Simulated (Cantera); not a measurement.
A freely propagating, adiabatic, planar premixed flame of H2 : O2 : N2 = 1 : 0.417 : 1.38 (molar parts), equivalence ratio 1.2, unburnt at 600 K and 1.38 atm; mixture-averaged transport, grid criteria slope 0.08 and curve 0.16, no radiation.

Model: the H2/O2 subset of GRI-Mech 3.0, which has no nitrogen chemistry, integrated in Cantera. Burning velocities carry a grid error of a few per cent, more on coarse grids.

Problem. How do the results move with these cheaper or finer settings: unity-Lewis-number transport; multicomponent transport; multicomponent+Soret transport; grid criteria slope 0.5, curve 1; grid criteria slope 0.25, curve 0.5; grid criteria slope 0.03, curve 0.06?

Solution. 
```tsv
setting	laminar burning velocity	thermal thickness	peak x(H2O2)	peak x(H)	grid points
as above	935 cm/s	0.293 mm	1.94e-5	0.0779	140
unity-Lewis-number transport	615 cm/s	0.232 mm	9.30e-6	0.0828	129
multicomponent transport	916 cm/s	0.292 mm	1.94e-5	0.0776	140
multicomponent+Soret transport	874 cm/s	0.287 mm	2.01e-5	0.0758	140
grid criteria slope 0.5, curve 1	1140 cm/s	0.400 mm	1.41e-5	0.0789	46
grid criteria slope 0.25, curve 0.5	998 cm/s	0.332 mm	1.68e-5	0.0784	68
grid criteria slope 0.03, curve 0.06	922 cm/s	0.284 mm	2.02e-5	0.0776	294
```
Unity Lewis numbers drop preferential diffusion, which matters most where H2 and H carry the flame; Soret adds thermal diffusion.
